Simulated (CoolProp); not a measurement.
Saturated liquid density (kg/m³) of hexamethyldisiloxane (MM): the reference equation beside estimates from Tc = 518.7 K, pc = 1.931 MPa, ω = 0.418.

Values from CoolProp's reference Helmholtz-energy equation of state, Thol 2016.

```
T (K)  reference  van der Waals  Redlich-Kwong  Soave-Redlich-Kwong
-----  ---------  -------------  -------------  -------------------
404.3      635.9          383.8          545.8                588.6
410.5      627.4          378.6          536.4                579.3
416.7      618.8          373.2          526.8                569.5
422.9      609.9          367.7          516.8                559.2
429.1      600.7          361.9          506.4                548.5
435.3      591.2          356.0          495.7                537.3
441.5      581.4          349.8          484.5                525.5
447.7      571.2          343.3          472.9                513.1
453.9      560.5          336.6          460.8                500.0
460.1      549.2          329.5          448.1                486.2
466.3      537.3          322.0          434.7                471.4
472.5      524.7          314.0          420.5                455.6
478.7      511.1          305.5          405.5                438.6
484.9      496.2          296.4          389.3                420.2
491.1      479.7          286.3          371.6                399.9
```

Absolute difference from the reference over all 15 rows, mean and median: van der Waals 39.9 and 39.9 %, Redlich-Kwong 17.6 and 17.2 %, Soave-Redlich-Kwong 10.9 and 10.2 %.
